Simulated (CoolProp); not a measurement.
Computed with CoolProp (reference Helmholtz-energy equation of state, Zhou 2014).

Question: Give the vapour pressure (kPa), liquid density (kg/m³), liquid viscosity (µPa s) of saturated cyclohexane at 388, 467.9 K.

Answer: 
```
T (K)  p (kPa)  liquid density (kg/m³)  liquid viscosity (µPa s)
-----  -------  ----------------------  ------------------------
388        255                     684                       285
467.9     1240                     585                       141
```

Viscosity comes from a separate model (Tariq 2014).
